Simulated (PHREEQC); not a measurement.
Solution (25 °C and 500 atm): 0.81 mol/kgw H2SO4, 0.18 mol/kgw K2SO4 and 0.32 mol/kgw KBr. Closed to the air; pH follows from the charge balance.

Equilibrium calculation in PHREEQC: Pitzer model, pitzer.dat.

**Question.** The ionic strength comes out as 1.80 mol/kgw. What activity coefficients do H+, HSO4-, K+, SO4-2, Br- get?

**Answer.** H+ 1.0, HSO4- 0.60, K+ 0.64, SO4-2 0.028, Br- 0.62. Single-ion values are on the MacInnes scale.

Precipitation was switched off in this run. In brines, pH and single-ion activities rest on the MacInnes convention. Under pressure, the constants of complexes without a molar volume in the database are unreliable.
